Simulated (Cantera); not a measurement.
**Equilibrium for thermal oxidation and active oxidation of silicon: Si + N2O + N2**

Charge: 1 mol Si, 0.022 mol N2O, 24 mol N2, equilibrated at 2.20e-5 bar.

Method: chemical equilibrium by Gibbs-energy minimisation in Cantera with the NASA 1993 tables (ideal gas, pure condensed phases). Candidate condensed phases: Si, SiO2, Si2N2O, Si3N4; 16 gas species. The tables' values for SiN are old estimates; treat these amounts as uncertain. Rates play no part.

```csv
T (K),x N2,x Si,x SiO,x Si2,x Si2N,x SiN,n Si(s)
1675,0.979,0.0197,0.000897,7.68e-5,0.000109,6.03e-5,0.482
1725,0.960,0.0383,0.000880,0.000152,0.000143,9.83e-5,0
1775,0.960,0.0387,0.000879,8.41e-5,5.45e-5,8.49e-5,0
1825,0.960,0.0389,0.000879,4.76e-5,2.16e-5,7.36e-5,0
1875,0.960,0.0389,0.000879,2.77e-5,9.00e-6,6.41e-5,0
1925,0.960,0.0390,0.000879,1.65e-5,3.91e-6,5.62e-5,0
1975,0.960,0.0390,0.000879,1.01e-5,1.77e-6,4.96e-5,0
2025,0.960,0.0390,0.000879,6.33e-6,8.33e-7,4.40e-5,0
2075,0.960,0.0390,0.000879,4.06e-6,4.07e-7,3.93e-5,0
2125,0.960,0.0390,0.000879,2.66e-6,2.05e-7,3.53e-5,0
```
x: gas mole fraction; n: condensed amount in mol.

At 1675 K the condensed part is Si(s). From 1725 K to 2125 K nothing is condensed. The main Si-bearing gas is Si throughout.
